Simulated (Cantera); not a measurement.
Cantera run:

```python
import numpy as np
import cantera as ct

gas_names = """
    Fe FeO Fe(OH)2 H HO2 H2 H2O H2O2 O OH O2 O3
""".split()
cond_names = """
    Fe(a) Fe(c) Fe(d) Fe(L) FeO(s) FeO(L) Fe(OH)2(s) Fe(OH)3(s) Fe2O3(s) Fe3O4(s) H2O(s) H2O(L)
""".split()


# ... load() reads the species with a 1 bar reference pressure and builds the phases ...
atoms = {
    'Fe2O3': {'Fe': 2, 'O': 3},
    'H2': {'H': 2},
}
top_T = {'Fe2O3(s)': 1830, 'Fe3O4(s)': 1870}  # K; cautious upper limits of use, not melting points


# ... equilibrate(T, P, feed) seeds the gas with the atoms and calls Mixture.equilibrate('TP', solver="vcs", rtol=1e-11, max_steps=5000) ...
results = []
feed = {'Fe2O3': 1, 'H2': 190}  # mol
P = 100000  # Pa
for T in [1200, 1275, 1350, 1425, 1500, 1575, 1650, 1725, 1800, 1875, 1950, 2025, 2100, 2175]:
    mix = equilibrate(T, P, feed)
    results.append((T, P, feed, dict(zip(mix.species_names, mix.species_moles))))

top = {s: max(r[3][s] / sum(r[3][g] for g in gas_names) for r in results) for s in gas_names}
cols = sorted((s for s in top if top[s] > 1e-06), key=lambda s: -top[s])[:6]
seen = [c for c in cond_names if any(r[3].get(c, 0) > 1e-12 for r in results)]
print("log10 of partial pressures in bar; condensed amounts in mol")
print(f"{'T/K':>10s}" + "".join(f"{s[:9]:>10s}" for s in cols + seen))
for T, P, feed, n in results:
    ng = sum(n[g] for g in gas_names)
    print(f"{T:10.4g}" + "".join(f"{np.log10(max(n[s] / ng * P / 1e5, 1e-99)):10.3f}" for s in cols)
          + "".join(f"{n.get(c, 0):10.4g}" for c in seen))
```

It prints:

```
log10 of partial pressures in bar; condensed amounts in mol
       T/K        H2       H2O         H        Fe        OH       FeO     Fe(c)     Fe(d)     Fe(L)
      1200    -0.007    -1.802    -6.708   -10.304   -10.601   -15.198         2         0         0
      1275    -0.007    -1.802    -6.136    -9.277    -9.865   -13.966         2         0         0
      1350    -0.007    -1.802    -5.626    -8.367    -9.210   -12.872         2         0         0
      1425    -0.007    -1.802    -5.170    -7.554    -8.625   -11.895         2         0         0
      1500    -0.007    -1.802    -4.758    -6.824    -8.097   -11.018         2         0         0
      1575    -0.007    -1.802    -4.385    -6.165    -7.619   -10.226         2         0         0
      1650    -0.007    -1.802    -4.045    -5.568    -7.185    -9.508     1.999         0         0
      1725    -0.007    -1.802    -3.735    -5.026    -6.788    -8.855         0     1.998         0
      1800    -0.007    -1.802    -3.450    -4.531    -6.424    -8.258         0     1.994         0
      1875    -0.007    -1.802    -3.187    -4.091    -6.090    -7.725         0         0     1.985
      1950    -0.007    -1.802    -2.944    -3.689    -5.781    -7.237         0         0     1.961
      2025    -0.008    -1.802    -2.720    -3.318    -5.495    -6.787         0         0     1.908
      2100    -0.009    -1.803    -2.511    -2.975    -5.229    -6.370         0         0     1.798
      2175    -0.010    -1.804    -2.316    -2.657    -4.982    -5.984         0         0      1.58
```

Cantera equilibrium calculation (NASA polynomials, part measured and part estimated; ideal gas, pure solids and liquids).
